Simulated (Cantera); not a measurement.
Input (Python, Cantera) and output of one run.

```python
import numpy as np
import cantera as ct

gas_names = """
    AL ALCL ALCL2 ALCL3 ALH ALO ALOCL ALOH ALO2 ALO2H AL2 AL2CL6 AL2O AL2O2 CL CLO CL2 H HALO HCL HOCL
    HO2 H2 H2O H2O2 O OH O2 O3
""".split()
cond_names = """
    AL(cr) AL(L) ALCL3(s) ALCL3(L) AL2O3(a) AL2O3(L) H2O(s) H2O(L)
""".split()


# ... load() reads the species with a 1 bar reference pressure and builds the phases ...
atoms = {
    'Al2O3': {'AL': 2, 'O': 3},
    'Cl2': {'CL': 2},
    'H2': {'H': 2},
}
top_T = {}  # K; cautious upper limits of use, not melting points


# ... equilibrate(T, P, feed) seeds the gas with the atoms and calls Mixture.equilibrate('TP', solver="vcs", rtol=1e-11, max_steps=5000) ...
results = []
feed = {'Al2O3': 1, 'Cl2': 6.1, 'H2': 9.1}  # mol
P = 11  # Pa
for T in [850, 950, 1050, 1150, 1250, 1350, 1450, 1550, 1650, 1750, 1850]:
    mix = equilibrate(T, P, feed)
    results.append((T, P, feed, dict(zip(mix.species_names, mix.species_moles))))

top = {s: max(r[3][s] / sum(r[3][g] for g in gas_names) for r in results) for s in gas_names}
cols = sorted((s for s in top if top[s] > 0.0001), key=lambda s: -top[s])[:5]
seen = [c for c in cond_names if any(r[3].get(c, 0) > 1e-12 for r in results)]
print("log10 of partial pressures in bar; condensed amounts in mol")
print(f"{'T/K':>10s}" + "".join(f"{s[:9]:>10s}" for s in cols + seen))
for T, P, feed, n in results:
    ng = sum(n[g] for g in gas_names)
    print(f"{T:10.4g}" + "".join(f"{np.log10(max(n[s] / ng * P / 1e5, 1e-99)):10.3f}" for s in cols)
          + "".join(f"{n.get(c, 0):10.4g}" for c in seen))
```

It prints:

```
log10 of partial pressures in bar; condensed amounts in mol
       T/K       HCL        H2        CL         H       H2O  AL2O3(a)
       850    -4.054    -4.663   -12.409   -13.020    -8.739    0.9999
       950    -4.054    -4.663   -10.999   -11.586    -8.322    0.9998
      1050    -4.054    -4.663    -9.853   -10.423    -7.987    0.9995
      1150    -4.054    -4.663    -8.905    -9.459    -7.713    0.9991
      1250    -4.054    -4.663    -8.107    -8.647    -7.484    0.9985
      1350    -4.055    -4.663    -7.425    -7.954    -7.288    0.9976
      1450    -4.056    -4.663    -6.838    -7.356    -7.111    0.9964
      1550    -4.059    -4.662    -6.327    -6.833    -6.927    0.9945
      1650    -4.065    -4.659    -5.883    -6.371    -6.699    0.9907
      1750    -4.081    -4.655    -5.500    -5.961    -6.433    0.9823
      1850    -4.112    -4.649    -5.176    -5.593    -6.165    0.9657
```

These are equilibrium values from Cantera (NASA tables, ideal gas, pure condensed phases), not measurements of a reactor. The tables' values for AlCl2 are old estimates; treat these amounts as uncertain. Condensed phases not in the tables: AlOCl.
